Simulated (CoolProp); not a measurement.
Properties of nitrogen along the isobar 4410 kPa.

Model: reference Helmholtz-energy equation of state, Span 2000, in CoolProp.

```csv
T (K),phase,Z,cv (kJ/(kg K)),Joule-Thomson coefficient (K/MPa),expansivity (1/kK),conductivity (mW/(m K)),fugacity coefficient
104.6,liquid,0.2077,0.9732,-0.07021,8.536,98.5,0.2309
129.9,supercritical,0.2759,1.055,2.989,78.90,49.9,0.6012
155.2,supercritical,0.7493,0.8410,6.204,15.72,21.4,0.7870
180.5,supercritical,0.8654,0.7919,4.793,9.053,21.1,0.8720
205.8,supercritical,0.9226,0.7729,3.788,6.664,22.2,0.9217
231.1,supercritical,0.9555,0.7635,3.055,5.382,23.6,0.9528
256.4,supercritical,0.9760,0.7581,2.498,4.564,25.1,0.9732
281.7,supercritical,0.9895,0.7549,2.059,3.988,26.7,0.9869
307,supercritical,0.9986,0.7529,1.704,3.555,28.3,0.9965
332.3,supercritical,1.005,0.7519,1.411,3.216,29.9,1.003
```

Thermal conductivity comes from a separate model (Lemmon 2004).
